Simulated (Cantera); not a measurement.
**Catalytic combustion on Pt**

An isothermal plug-flow reactor at 725 K and 4.93 atm (inlet), inlet velocity 3 m/s, active area per volume 6700 1/m; feed CO : O2 : N2 = 0.015 : 0.016 : 0.79 (molar parts).

Cantera simulation using Deutschmann's 1995 Pt surface mechanism with GRI-Mech 3.0 gas chemistry; the numbers are that mechanism's predictions, not measurements. Catalytic surfaces can have several steady states; this one follows from the mechanism file's or the stated starting coverage. Mass transfer to the wall is taken as infinitely fast.

| z (m) | x CO | x O2 | x H2O | x CO2 | θ free Pt | θ O* | θ CO* |
|---|---|---|---|---|---|---|---|
| 0.00044 | 0.0181 | 0.0194 | <1e-12 | 0.000180 | 0.0231 | 0.00211 | 0.975 |
| 0.00078 | 0.0180 | 0.0193 | <1e-12 | 0.000319 | 0.0232 | 0.00212 | 0.975 |
| 0.0014 | 0.0177 | 0.0192 | <1e-12 | 0.000575 | 0.0233 | 0.00214 | 0.975 |
| 0.0025 | 0.0172 | 0.0190 | <1e-12 | 0.00103 | 0.0236 | 0.00217 | 0.974 |
| 0.0044 | 0.0164 | 0.0186 | <1e-12 | 0.00185 | 0.0242 | 0.00224 | 0.974 |
| 0.0078 | 0.0149 | 0.0178 | <1e-12 | 0.00336 | 0.0254 | 0.00237 | 0.972 |
| 0.014 | 0.0119 | 0.0163 | <1e-12 | 0.00642 | 0.0286 | 0.00275 | 0.969 |
| 0.025 | 0.00388 | 0.0124 | <1e-12 | 0.0145 | 0.0523 | 0.00718 | 0.941 |
| 0.044 | 9.46e-6 | 0.0105 | <1e-12 | 0.0184 | 0.0164 | 0.984 | 8.99e-6 |
x: gas mole fraction; θ: surface coverage.
